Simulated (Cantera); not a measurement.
# N2O furnace oxynitridation

An isothermal, constant-pressure homogeneous reactor starts with 91.0 % N2O, 9.01 % H2O, at 1150 K and 3000 Pa.

Detailed kinetics in Cantera: GRI-Mech 3.0 (53 species, 325 reactions). GRI-Mech 3.0 was tuned for natural gas; its chemistry of N2O as a main component is partial and can be far from experiment. Radical loss at walls, strong at low pressure, is not modelled. The mechanism lacks the step 2 NO + O2 → 2 NO2, which can matter for NO2 below about 1400 K. The temperature is held fixed by assumption; the heat of reaction is taken as removed at once.

| t (s) | x N2O | x H2O | x HO2 | x N2 | x H2O2 | x H2 |
|---|---|---|---|---|---|---|
| 7.00e-6 | 0.910 | 0.0901 | <1e-12 | 3.21e-8 | <1e-12 | <1e-12 |
| 4.49e-5 | 0.910 | 0.0901 | 2.38e-12 | 2.19e-7 | <1e-12 | <1e-12 |
| 0.000288 | 0.910 | 0.0901 | 4.96e-10 | 1.76e-6 | <1e-12 | <1e-12 |
| 0.00185 | 0.910 | 0.0901 | 5.00e-8 | 1.46e-5 | 7.44e-12 | 6.39e-11 |
| 0.0118 | 0.910 | 0.0901 | 1.76e-6 | 0.000100 | 6.70e-9 | 4.18e-9 |
| 0.0759 | 0.909 | 0.0900 | 4.79e-6 | 0.000666 | 1.59e-7 | 6.53e-8 |
| 0.486 | 0.903 | 0.0899 | 3.17e-6 | 0.00433 | 6.79e-8 | 1.36e-7 |
| 3.12 | 0.870 | 0.0888 | 1.54e-6 | 0.0269 | 1.81e-8 | 5.49e-8 |
| 20.0 | 0.691 | 0.0833 | 3.75e-7 | 0.146 | 3.76e-9 | 3.57e-8 |
x: mole fraction; the columns are a selection and need not sum to one.

Equilibrium at this temperature and pressure: N2O 1.60e-9, H2O 0.0619, HO2 3.31e-9, N2 0.625, H2O2 9.01e-11, H2 2.76e-9 (gas phase only).
